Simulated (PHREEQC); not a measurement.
PHREEQC input (ion-association model, phreeqc.dat):

```
SOLUTION_SPECIES
  CO3-2 + 10 H+ + 8 e- = CH4 + 3 H2O  # shut off: no methane
    -log_k -100
    -delta_h 0
    -analytic -100
SOLUTION 1
  temp 25
  units mol/kgw
  pH 7 charge
  Na 0.026
END
SELECTED_OUTPUT 1
  -reset false
  -pH true
  -pe true
  -ionic_strength true
  -water true
  -totals C Na C(-4) C(4) Hdg
  -molalities H+ Na+ CO3-2 OH- HCO3- CO2 (CO2)2 NaOH NaCO3- NaHCO3
USER_PUNCH 1
  -headings p_CO2(g) phi_CO2(g) p_Hdg(g) phi_Hdg(g) p_H2O(g) phi_H2O(g) density
  10 PUNCH PR_P("CO2(g)"), PR_PHI("CO2(g)"), PR_P("Hdg(g)"), PR_PHI("Hdg(g)"), PR_P("H2O(g)"), PR_PHI("H2O(g)"), RHO
PRINT
  -reset false
USE solution 1
REACTION_TEMPERATURE 1
  10
GAS_PHASE 1
  -fixed_pressure
  -pressure 10
  -temperature 10
  -volume 20
  CO2(g) 4.7
  Hdg(g) 5.3
  H2O(g) 0
END
# ... the last block is repeated for the other 8 points of T (°C)
```

Selected output (columns that matter, 9 of 9 rows; T (°C) added in front):

```
T (°C)	pH	mu	C	Na	Hdg	m_H+	m_Na+	p_CO2(g)	phi_CO2(g)	p_Hdg(g)	phi_Hdg(g)	p_H2O(g)	phi_H2O(g)	density
10	5.4493	0.025705	0.25444	0.026005	0.0047759	4.0271e-06	0.025701	4.5381	0.94945	5.4485	1.0118	0.013409	0.91829	1.004
20	5.4997	0.025728	0.19437	0.02601	0.0043912	3.5923e-06	0.025724	4.5661	0.95423	5.4086	1.0111	0.025211	0.9248	1.0017
30	5.5595	0.025751	0.15547	0.026017	0.0041305	3.1366e-06	0.025747	4.5786	0.9585	5.3761	1.0105	0.045282	0.9306	0.9987
40	5.6266	0.025777	0.12921	0.026029	0.0039585	2.6935e-06	0.025773	4.5781	0.96231	5.3438	1.0099	0.078048	0.93569	0.99496
50	5.6996	0.025808	0.11083	0.026046	0.0038519	2.2822e-06	0.025804	4.5644	0.9657	5.306	1.0094	0.12961	0.94007	0.99057
60	5.7778	0.025845	0.097521	0.026073	0.0037935	1.9114e-06	0.025841	4.5354	0.9687	5.2566	1.009	0.20808	0.94377	0.98558
70	5.8607	0.025892	0.08757	0.026111	0.0037698	1.5838e-06	0.025889	4.487	0.97135	5.1891	1.0088	0.32395	0.94677	0.98004
80	5.9483	0.025955	0.079883	0.026167	0.0037685	1.2984e-06	0.025951	4.4137	0.9737	5.0958	1.0086	0.49042	0.94907	0.97399
90	6.0411	0.026038	0.073735	0.026246	0.0037768	1.052e-06	0.026033	4.3086	0.97578	4.9678	1.0087	0.72362	0.95067	0.96746
```

Complexes and solids missing from the database can't appear. Constants without temperature data keep their 25 °C values here.
